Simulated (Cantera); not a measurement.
Feed: 1 mol CH₃SiCl₃, 87 mol H₂, 0.18 mol C₃H₈, equilibrated at 46.5 Torr.

Cantera equilibrium calculation (NASA polynomials, part measured and part estimated; ideal gas, pure solids and liquids). Candidate condensed phases: C, C₆H₆, C₇H₈, C₈H₁₈, Si, SiC; 109 gas species. The feed counts by its element totals alone. Rates play no part. All values below are at 1602 °C.

Base state: H₂ 0.964, HCl 0.0327, H 0.00258, C₂H₂ (acetylene) 0.000305, SiCl₂ 0.000104, Cl 6.65e-5, CH₄ 3.49e-5 (mole fractions); condensed: C(graphite) + SiC(s).

Question: What changes in the equilibrium state with this change: pressure from 46.5 Torr to 4.05 Torr?

Answer: 
| species | before | after |
|---|---|---|
| H₂ | 0.964 | 0.958 |
| HCl | 0.0327 | 0.0325 |
| H | 0.00258 | 0.00873 |
| SiCl₂ | 0.000104 | 0.000103 |
| CH₄ | 3.49e-5 | 3.00e-6 |
| Si | 4.89e-6 | 5.62e-5 |
| Cl | 6.65e-5 | 0.000224 |
| C₂H₂ (acetylene) | 0.000305 | 0.000304 |
| C(graphite), mol | 0.491 | 0.500 |
| SiC(s), mol | 0.990 | 0.984 |
